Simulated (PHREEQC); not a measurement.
A solution holds 56 mmol/kgw MgCl2, 14 mmol/kgw Na2SO4 and 0.00035 mmol/kgw H4SiO4, at 25 °C. Closed to the air; pH follows from the charge balance.

Equilibrium calculation in PHREEQC: ion-association model, wateq4f.dat.

No solid was allowed to form.

Problem. Order these S species by the share of S that they hold, largest first: SO4-2, MgSO4, NaSO4-.

Solution. MgSO4 (53 %), SO4-2 (45 %), NaSO4- (1.9 %)

The ionic strength is 0.180 mol/kgw. Species that the database lacks are ignored.
